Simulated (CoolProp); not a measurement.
A Linde-Hampson liquefier for normal hydrogen: isothermal reversible compression at 280 K from 1 atm to 10 MPa, throttling to 1 atm, return gas leaving the recuperator 2 K below the feed. Each further row changes one setting.

Values from CoolProp's reference Helmholtz-energy equation of state, Leachman 2009.

```csv
case,compression work (kJ/kg of gas)
as stated,5370
high pressure 20 MPa,6250
warm-end temperature 310 K,5940
warm-end gap 7 K,5370
```
